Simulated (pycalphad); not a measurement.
Mn-Si solution, phase liquid, at 2200 K; mixing quantities and activities refer to the pure elements in the same phase at that temperature, stable or not.

All values are pycalphad results on the COST 507 light-alloy database (1999) (1 atm), not direct measurements. These are 1990s assessments: newer ones move some temperatures and phases.

The enthalpy of mixing at x = 0.5 is -34.95 kJ/mol.

Question: Take a regular solution with Ω = 4 ΔH(0.5). How do its activities of Si, and those of an ideal solution, compare with the assessed ones?

Answer: Ω = -139.8 kJ/mol, a = x exp[Ω(1 − x)²/RT].

```json
[
 {"x(Si)": "0.02", "ideal": "0.02", "regular": "1.30e-5", "assessed": "0.000277", "assessed / regular": "21"},
 {"x(Si)": "0.05", "ideal": "0.05", "regular": "5.05e-5", "assessed": "0.000781", "assessed / regular": "15"},
 {"x(Si)": "0.1", "ideal": "0.1", "regular": "0.000205", "assessed": "0.00216", "assessed / regular": "11"},
 {"x(Si)": "0.2", "ideal": "0.2", "regular": "0.00150", "assessed": "0.0106", "assessed / regular": "7.0"},
 {"x(Si)": "0.3", "ideal": "0.3", "regular": "0.00709", "assessed": "0.0410", "assessed / regular": "5.8"},
 {"x(Si)": "0.4", "ideal": "0.4", "regular": "0.0255", "assessed": "0.121", "assessed / regular": "4.7"},
 {"x(Si)": "0.5", "ideal": "0.5", "regular": "0.0740", "assessed": "0.266", "assessed / regular": "3.6"},
 {"x(Si)": "0.6", "ideal": "0.6", "regular": "0.177", "assessed": "0.445", "assessed / regular": "2.5"},
 {"x(Si)": "0.7", "ideal": "0.7", "regular": "0.352", "assessed": "0.612", "assessed / regular": "1.7"},
 {"x(Si)": "0.8", "ideal": "0.8", "regular": "0.589", "assessed": "0.751", "assessed / regular": "1.3"},
 {"x(Si)": "0.9", "ideal": "0.9", "regular": "0.834", "assessed": "0.880", "assessed / regular": "1.1"},
 {"x(Si)": "0.95", "ideal": "0.95", "regular": "0.932", "assessed": "0.943", "assessed / regular": "1.0"},
 {"x(Si)": "0.98", "ideal": "0.98", "regular": "0.977", "assessed": "0.979", "assessed / regular": "1.0"}
]
```
The regular model is symmetric and has no excess entropy; the assessment has an excess entropy of -7.5 J/(mol K) at x = 0.5, and ΔH = -22.47 at x = 0.2 against -16.88 kJ/mol at 0.8.
